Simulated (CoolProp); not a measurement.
The fluid at 261.2 K and 0.234 MPa is throttled through a valve to 0.0431 MPa with no heat exchange. The same conditions are run with several fluids, on thermodynamics alone (safety and materials aside).

Model: reference Helmholtz-energy equation of state of each fluid (methane: Setzmann 1991; C2F6 (R116): Lemmon 2006; CH3F (R41): Lemmon 2006; R410A: Lemmon 2003; normal hydrogen: Leachman 2009), in CoolProp. Blends and air are pseudo-pure fits.

```
fluid            temperature change (K)  final density (kg/m³)
---------------  ----------------------  ---------------------
methane                               …                  0.320
C2F6 (R116)                        -2.4                      …
CH3F (R41)                         -5.3                  0.694
R410A                              -6.6                      …
normal hydrogen                       …                 0.0400
```

Q: Complete the blanks.

A: 
- methane, temperature change (K): -1.1
- C2F6 (R116), final density (kg/m³): 2.78
- R410A, final density (kg/m³): 1.49
- normal hydrogen, temperature change (K): +0.0
